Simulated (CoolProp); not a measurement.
Properties of isobutane along the isotherm 194.05 °C (Tc = 134.7 °C, pc = 3629 kPa, ω = 0.184).

Model: reference Helmholtz-energy equation of state, Bücker 2006, in CoolProp.

```json
[
 {"p (kPa)": "202", "phase": "gas", "density (kg/m³)": "3.059", "cp (kJ/(kg K))": "2.447", "Joule-Thomson coefficient (K/MPa)": "5.573", "isothermal compressibility (1/MPa)": "5.012", "fugacity coefficient": "0.9880"},
 {"p (kPa)": "403", "phase": "gas", "density (kg/m³)": "6.180", "cp (kJ/(kg K))": "2.459", "Joule-Thomson coefficient (K/MPa)": "5.652", "isothermal compressibility (1/MPa)": "2.544", "fugacity coefficient": "0.9761"},
 {"p (kPa)": "605", "phase": "gas", "density (kg/m³)": "9.397", "cp (kJ/(kg K))": "2.473", "Joule-Thomson coefficient (K/MPa)": "[?]", "isothermal compressibility (1/MPa)": "1.717", "fugacity coefficient": "0.9643"},
 {"p (kPa)": "806", "phase": "gas", "density (kg/m³)": "12.68", "cp (kJ/(kg K))": "2.487", "Joule-Thomson coefficient (K/MPa)": "5.819", "isothermal compressibility (1/MPa)": "1.307", "fugacity coefficient": "0.9525"},
 {"p (kPa)": "1010", "phase": "gas", "density (kg/m³)": "16.11", "cp (kJ/(kg K))": "[?]", "Joule-Thomson coefficient (K/MPa)": "5.908", "isothermal compressibility (1/MPa)": "1.058", "fugacity coefficient": "0.9407"},
 {"p (kPa)": "1210", "phase": "gas", "density (kg/m³)": "19.57", "cp (kJ/(kg K))": "2.519", "Joule-Thomson coefficient (K/MPa)": "[?]", "isothermal compressibility (1/MPa)": "0.8960", "fugacity coefficient": "0.9292"},
 {"p (kPa)": "1410", "phase": "gas", "density (kg/m³)": "23.13", "cp (kJ/(kg K))": "2.537", "Joule-Thomson coefficient (K/MPa)": "6.090", "isothermal compressibility (1/MPa)": "[?]", "fugacity coefficient": "[?]"},
 {"p (kPa)": "1610", "phase": "gas", "density (kg/m³)": "26.80", "cp (kJ/(kg K))": "[?]", "Joule-Thomson coefficient (K/MPa)": "6.184", "isothermal compressibility (1/MPa)": "0.6947", "fugacity coefficient": "0.9063"},
 {"p (kPa)": "1810", "phase": "gas", "density (kg/m³)": "30.58", "cp (kJ/(kg K))": "2.576", "Joule-Thomson coefficient (K/MPa)": "6.282", "isothermal compressibility (1/MPa)": "0.6283", "fugacity coefficient": "[?]"}
]
```

**Question.** Complete the blanks.

**Answer.** 
- 605, Joule-Thomson coefficient (K/MPa): 5.735
- 1010, cp (kJ/(kg K)): 2.503
- 1210, Joule-Thomson coefficient (K/MPa): 5.998
- 1410, isothermal compressibility (1/MPa): 0.7808
- 1410, fugacity coefficient: 0.9177
- 1610, cp (kJ/(kg K)): 2.556
- 1810, fugacity coefficient: 0.8950
